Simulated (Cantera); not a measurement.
A freely propagating, adiabatic, planar premixed flame of CH₄ : C₂H₆ : O₂ : N₂ : CO₂ = 1 : 0.59 : 4.78 : 18 : 0.14 (molar parts), unburnt at 500 K and 1.01 bar; mixture-averaged transport, grid criteria slope 0.08 and curve 0.16, no radiation.

Cantera simulation using GRI-Mech 3.0 (53 species, 325 reactions); the numbers are that mechanism's predictions, not measurements. Burning velocities carry a grid error of a few per cent, more on coarse grids.

x: mole fraction of selected species; z is measured from the peak of heat release.

```
z (mm)   T (K)  u (m/s)     x CH₄    x C₂H₆    x O₂    x HCO    x NO₂       x H
-------  -----  -------  --------  --------  ------  -------  -------  --------
-1.11      500    0.801    0.0408    0.0241   0.195    <1e-8    <1e-8     <1e-8
-0.738     502    0.805    0.0407    0.0240   0.195    <1e-8    <1e-8     <1e-8
-0.554     508    0.816    0.0404    0.0240   0.194    <1e-8    <1e-8     <1e-8
-0.369     557    0.899    0.0389    0.0235   0.190    <1e-8  6.16e-8   1.63e-8
-0.185     893     1.46    0.0295    0.0173   0.160  2.82e-7  1.71e-7   2.56e-5
-0.0923    [?]     2.12       [?]       [?]     [?]      [?]      [?]       [?]
0         1654     2.77   0.00530  0.000513  0.0799  4.90e-5    <1e-8   0.00225
0.0923    1808     3.03  0.000445   1.46e-6  0.0549  1.37e-5    <1e-8   0.00452
0.185     1858     3.10   1.83e-5     <1e-8  0.0461  7.73e-7    <1e-8   0.00536
0.369     1921     3.19   5.13e-8     <1e-8  0.0407  3.16e-8    <1e-8   0.00503
0.738     1999     3.30     <1e-8     <1e-8  0.0372  1.40e-8    <1e-8   0.00354
1.48      2077     3.41     <1e-8     <1e-8  0.0344    <1e-8    <1e-8   0.00190
2.95      2142     3.50     <1e-8     <1e-8  0.0321    <1e-8  1.52e-8  0.000863
```

Question: What belongs in the gaps?

Answer: 
- -0.0923, T (K): 1278
- -0.0923, x CH₄: 0.0183
- -0.0923, x C₂H₆: 0.00776
- -0.0923, x O₂: 0.123
- -0.0923, x HCO: 9.46e-6
- -0.0923, x NO₂: 5.26e-8
- -0.0923, x H: 0.000340
